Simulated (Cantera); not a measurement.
Input (Python, Cantera) and output of one run.

```python
import numpy as np
import cantera as ct

gas_names = """
    CL CL2 H HCL H2 Si SiCL SiCL2 SiCL3 SiCL4 SiH SiHCL3 SiH2 SiH2CL2 SiH3 SiH3CL SiH4 Si2 Si3
""".split()
cond_names = """
    Si(cr) Si(L)
""".split()


# ... load() reads the species with a 1 bar reference pressure and builds the phases ...
atoms = {
    'SiHCl3': {'Si': 1, 'H': 1, 'CL': 3},
    'H2': {'H': 2},
}
top_T = {}  # K; cautious upper limits of use, not melting points


# ... equilibrate(T, P, feed) seeds the gas with the atoms and calls Mixture.equilibrate('TP', solver="gibbs", rtol=1e-10, max_steps=50000) ...
results = []
feed = {'SiHCl3': 1, 'H2': 26}  # mol
P = 1200  # Pa
for T in [850, 875, 900, 925, 950, 975, 1000, 1025]:
    mix = equilibrate(T, P, feed)
    results.append((T, P, feed, dict(zip(mix.species_names, mix.species_moles))))
    x = sorted(zip(gas.X, gas.species_names), reverse=True)
    print(f"T = {T:g} K  P = {P:g} Pa  gas = {mix.phase_moles(0):.4g} mol")
    print("   x: " + "  ".join(f"{s} {v:.3e}" for v, s in x if v > 0.001))
    print("   condensed (mol): " + ("  ".join(f"{mix.phase(i).name} {mix.phase_moles(i):.4g}"
          for i in range(1, mix.n_phases) if mix.phase_moles(i) > 1e-12) or "none"))
```

Output:

```
T = 850 K  P = 1200 Pa  gas = 27.24 mol
   x: H2 9.667e-01  SiCL4 2.128e-02  SiHCL3 6.282e-03  HCL 5.434e-03
   condensed (mol): Si(cr) 0.2408
T = 875 K  P = 1200 Pa  gas = 27.26 mol
   x: H2 9.654e-01  SiCL4 2.089e-02  HCL 7.202e-03  SiHCL3 6.127e-03
   condensed (mol): Si(cr) 0.2531
T = 900 K  P = 1200 Pa  gas = 27.27 mol
   x: H2 9.638e-01  SiCL4 2.038e-02  HCL 9.375e-03  SiHCL3 5.950e-03
   condensed (mol): Si(cr) 0.2678
T = 925 K  P = 1200 Pa  gas = 27.3 mol
   x: H2 9.618e-01  SiCL4 1.973e-02  HCL 1.200e-02  SiHCL3 5.747e-03
   condensed (mol): Si(cr) 0.2852
T = 950 K  P = 1200 Pa  gas = 27.32 mol
   x: H2 9.595e-01  SiCL4 1.893e-02  HCL 1.511e-02  SiHCL3 5.515e-03
   condensed (mol): Si(cr) 0.3052
T = 975 K  P = 1200 Pa  gas = 27.35 mol
   x: H2 9.567e-01  HCL 1.872e-02  SiCL4 1.797e-02  SiHCL3 5.248e-03
   condensed (mol): Si(cr) 0.3277
T = 1000 K  P = 1200 Pa  gas = 27.39 mol
   x: H2 9.535e-01  HCL 2.285e-02  SiCL4 1.682e-02  SiHCL3 4.943e-03
   condensed (mol): Si(cr) 0.3522
T = 1025 K  P = 1200 Pa  gas = 27.43 mol
   x: H2 9.499e-01  HCL 2.747e-02  SiCL4 1.547e-02  SiHCL3 4.598e-03  SiCL2 1.418e-03  SiCL3 1.025e-03
   condensed (mol): Si(cr) 0.3783
```

Cantera equilibrium calculation (NASA polynomials, part measured and part estimated; ideal gas, pure solids and liquids). The tables' values for SiCl3 are old estimates; treat these amounts as uncertain.
